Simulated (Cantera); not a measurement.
A perfectly stirred reactor is fed with NO : N2 = 1 : 0.17 (molar parts), at 1.01 bar; it is held at 1900 K, and followed from long to short residence time.

Cantera simulation using GRI-Mech 3.0 (53 species, 325 reactions); the numbers are that mechanism's predictions, not measurements.

**Question.** Predict: x(NO) at τ = 27.0 s; x(NO2) at τ = 27.0 s; x(N2) at τ = 27.0 s; x(O) at τ = 27.0 s; x(O2) at τ = 27.0 s; x(NO) at τ = 0.160 s; x(NO2) at τ = 0.160 s; x(N2) at τ = 0.160 s; x(O) at τ = 0.160 s; x(O2) at τ = 0.160 s.

**Answer.** 
```json
{
 "x(NO) at τ = 27.0 s": "0.0900",
 "x(NO2) at τ = 27.0 s": "0.000251",
 "x(N2) at τ = 27.0 s": "0.528",
 "x(O) at τ = 27.0 s": "0.000185",
 "x(O2) at τ = 27.0 s": "0.382",
 "x(NO) at τ = 0.160 s": "0.743",
 "x(NO2) at τ = 0.160 s": "0.000839",
 "x(N2) at τ = 0.160 s": "0.201",
 "x(O) at τ = 0.160 s": "7.83e-5",
 "x(O2) at τ = 0.160 s": "0.0551"
}
```
